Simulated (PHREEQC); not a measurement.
Synthetic water in mg/L, 25 °C, pH 6.49, pe 12.1:

| constituent | mg/L |
|---|---|
| Na | 0.0237 |
| K | 0.000728 |
| Ca | 0.0351 |
| Mg | 0.00745 |
| Cl | 0.0269 |
| S(6) as SO4 | 0.0231 |
| Alkalinity as HCO3 | 0.136 |
| Cu(2) | 7.29e-05 |

Valence states are taken as typed.

Computed with PHREEQC (ion-association model, phreeqc.dat).

This is a speciation only: nothing precipitates in the calculation.

Question: Estimate the charge-balance error.

Answer: charge-balance error -0.7 %.

Question: In which forms is Cu present?

Answer: Cu+2 81 %, Cu(OH)2 16 %, CuOH+ 2.5 % of the Cu.

The database's constant for dissolved Cu(OH)2 is higher than later reviews accept.
